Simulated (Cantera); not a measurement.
## Pb + O₂ + N₂ (iron carbonyl, mercury and lead vapours)

Charge: 1 mol Pb, 0.056 mol O₂, 0.33 mol N₂, at 0.100 bar.

Cantera equilibrium calculation (NASA polynomials, part measured and part estimated; ideal gas, pure solids and liquids). Candidate condensed phases: Pb, PbO, PbO₂, Pb₃O₄; 12 gas species. Mutual solubility and eutectic melting of coexisting phases are not modelled. Rates play no part.

From 700 K to 750 K the condensed part is Pb(l) + PbO(red). From 800 K to 1150 K the condensed part is Pb(l) + PbO(yellow). The main Pb-bearing gas is Pb throughout.

```
T (K)   x N₂      x Pb     x PbO     x Pb₂      x NO      x O₂  n Pb(l)  n PbO(red)  n PbO(yellow)
-----  -----  --------  --------  --------  --------  --------  -------  ----------  -------------
700     1.00   1.11e-8  1.66e-12    <1e-12    <1e-12    <1e-12    0.888       0.112              0
750     1.00   9.48e-8  4.19e-11    <1e-12    <1e-12    <1e-12    0.888       0.112              0
800    1.000   6.14e-7  7.00e-10    <1e-12    <1e-12    <1e-12    0.888           0          0.112
850    1.000   3.18e-6   8.33e-9    <1e-12    <1e-12    <1e-12    0.888           0          0.112
900    1.000   1.37e-5   7.46e-8  8.12e-12  2.30e-12    <1e-12    0.888           0          0.112
950    1.000   5.03e-5   5.28e-7  7.20e-11  2.03e-11    <1e-12    0.888           0          0.112
1000   1.000  0.000162   3.05e-6  5.10e-10  1.44e-10  3.52e-12    0.888           0          0.112
1050   1.000  0.000465   1.48e-5   2.98e-9  8.47e-10  4.26e-11    0.888           0          0.112
1100   0.999   0.00121   6.19e-5   1.48e-8   4.22e-9  4.08e-10    0.888           0          0.112
1150   0.997   0.00290  0.000228   6.33e-8   1.82e-8   3.19e-9    0.887           0          0.112
```
x: gas mole fraction; n: condensed amount in mol.
